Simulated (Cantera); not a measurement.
A perfectly stirred reactor is fed with 0.985 % CH4, 0.473 % O2, 98.5 % N2, at 5.90 bar; it is held at 1275 K, and followed from long to short residence time.

Cantera simulation using GRI-Mech 3.0 (53 species, 325 reactions); the numbers are that mechanism's predictions, not measurements.

Problem. Predict: x(CH4) at τ = 2.10 s; x(O2) at τ = 2.10 s; x(OH) at τ = 2.10 s; x(HO2) at τ = 2.10 s; x(CH4) at τ = 58.0 ms; x(O2) at τ = 58.0 ms; x(HO2) at τ = 58.0 ms.

Solution. 
* **x(CH4) at τ = 2.10 s**: 0.00587
* **x(O2) at τ = 2.10 s**: 0.000889
* **x(OH) at τ = 2.10 s**: 2.24e-9
* **x(HO2) at τ = 2.10 s**: 7.82e-8
* **x(CH4) at τ = 58.0 ms**: 0.00980
* **x(O2) at τ = 58.0 ms**: 0.00471
* **x(HO2) at τ = 58.0 ms**: 3.93e-8
